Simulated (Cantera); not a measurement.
## Pyrogenic steam for wet oxidation

An isothermal, constant-pressure homogeneous reactor starts with H2 : O2 : N2 = 0.46 : 1 : 8.8 (molar parts), equivalence ratio 0.23, at 1175 K and 278 Torr.

Model: GRI-Mech 3.0 (53 species, 325 reactions), integrated in Cantera. The temperature is held fixed by assumption; the heat of reaction is taken as removed at once.

```
t (s)         x H2    x O2     x N2O    x HO2      x OH    x H2O2     x H2O
--------  --------  ------  --------  -------  --------  --------  --------
0.000100    0.0448  0.0975    <1e-12  2.41e-8   3.71e-8  5.03e-11   2.45e-7
0.000230    0.0444  0.0973  6.82e-11  1.04e-5   4.20e-5   3.62e-8  0.000281
0.000528   0.00237  0.0763   4.29e-8  1.48e-5   0.00143   1.35e-6    0.0398
0.00121   0.000369  0.0765   7.98e-8  9.84e-6  0.000450   9.99e-7    0.0451
0.00279    5.80e-5  0.0767   9.50e-8  3.60e-6  0.000155   4.24e-7    0.0457
0.00642    1.00e-5  0.0767   1.01e-7  9.73e-7   6.72e-5   1.48e-7    0.0458
0.0147     1.89e-6  0.0768   1.04e-7  2.64e-7   3.35e-5   5.07e-8    0.0458
0.0339     4.31e-7  0.0768   1.06e-7  8.15e-8   1.84e-5   1.83e-8    0.0459
0.0779     1.26e-7  0.0768   1.07e-7  2.88e-8   1.08e-5   7.04e-9    0.0459
0.179      4.41e-8  0.0768   1.07e-7  1.13e-8   6.68e-6   2.86e-9    0.0459
0.412      1.71e-8  0.0768   1.06e-7  5.12e-9   4.25e-6   1.21e-9    0.0459
0.946      7.22e-9  0.0768   1.02e-7  2.97e-9   2.79e-6  5.35e-10    0.0459
2.18       3.51e-9  0.0768   9.28e-8  2.44e-9   1.94e-6  2.63e-10    0.0459
5.00       2.30e-9  0.0768   7.41e-8  2.46e-9   1.54e-6  1.69e-10    0.0459
```
x: mole fraction; the columns are a selection and need not sum to one.

Equilibrium at this temperature and pressure: H2 2.05e-9, O2 0.0767, N2O 4.71e-9, HO2 2.51e-9, OH 1.43e-6, H2O2 1.47e-10, H2O 0.0459 (gas phase only).
